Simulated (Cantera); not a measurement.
Input: 1 mol Si, 0.63 mol O₂, 360 mol H₂, held at 1477 °C and 0.000530 bar.

Cantera equilibrium calculation (NASA polynomials, part measured and part estimated; ideal gas, pure solids and liquids). Candidate condensed phases: H₂O, Si, SiO₂; 18 gas species. The numbers say what is thermodynamically allowed, not how fast it happens.

Base state: H₂ 0.986, H 0.0100, SiO 0.00276, H₂O 0.000716 (mole fractions); condensed: gas only.

Q: What changes in the equilibrium state with this change: O₂ from 0.63 to 2.4 mol?

A: 
```tsv
species	before	after
H₂	0.986	0.977
H₂O	0.000716	0.0105
H	0.0100	0.00998
SiO	0.00276	0.00276
```
